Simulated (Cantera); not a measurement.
Charge: 1 mol BF₃, 2.5 mol H₂, 0.39 mol NH₃, equilibrated at 750 Torr.

Equilibrium computed with Cantera from the NASA thermochemical tables; the gas is ideal and each condensed phase is pure. Candidate condensed phases: B, BN; 31 gas species. The tables' values for BF₂ are old estimates; treat these amounts as uncertain. The numbers say what is thermodynamically allowed, not how fast it happens.

x: gas mole fraction; n: condensed amount in mol.

```csv
T (°C),x H₂,x BF₃,x N₂,x HF,x BHF₂,x BF₂,n BN(s)
502,0.717,0.232,0.0443,0.00623,1.90e-6,2.48e-12,0.00888
602,0.716,0.231,0.0440,0.00915,1.18e-5,2.11e-10,0.0130
702,0.715,0.230,0.0435,0.0124,5.00e-5,7.16e-9,0.0176
802,0.713,0.228,0.0429,0.0158,0.000161,1.25e-7,0.0223
902,0.711,0.227,0.0424,0.0193,0.000423,1.34e-6,0.0269
1002,0.709,0.225,0.0419,0.0228,0.000951,9.81e-6,0.0311
1102,0.707,0.224,0.0415,0.0263,0.00189,5.35e-5,0.0347
1202,0.704,0.221,0.0412,___,___,0.000230,0.0371
1302,0.701,0.218,0.0411,0.0329,0.00567,0.000817,0.0376
1402,0.697,0.214,0.0414,0.0359,0.00879,0.00247,0.0351
1502,0.692,0.207,0.0422,0.0388,___,0.00648,___
1602,0.685,0.196,0.0440,0.0412,0.0174,0.0150,0.00963
```

Q: Complete the blanks.

A: 
- 1202, x HF: 0.0296
- 1202, x BHF₂: 0.00341
- 1502, x BHF₂: 0.0128
- 1502, n BN(s): 0.0272
